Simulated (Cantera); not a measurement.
Feed: 1 mol TEOS, 5.5 mol CO₂, equilibrated at 0.143 Torr.

Cantera equilibrium calculation (NASA polynomials, part measured and part estimated; ideal gas, pure solids and liquids). Candidate condensed phases: C, C₆H₆, C₇H₈, C₈H₁₈, H₂O, Si, SiC, SiO₂; 123 gas species. The feed counts by its element totals alone. Rates play no part. All values below are at 1100 K.

Base state: CO 0.565, H₂ 0.435 (mole fractions); condensed: C(graphite) + SiO₂(β-quartz).

Q: What changes in the equilibrium state with this change: TEOS replaced by Si₂H₆?

A: 
```
species               before   after
-------------------  -------  ------
CO                     0.565   0.533
H₂                     0.435   0.290
CO₂                  5.36e-6   0.114
H₂O                  4.18e-6  0.0627
C(graphite), mol       0.500       0
SiO₂(β-quartz), mol    1.000    2.00
```
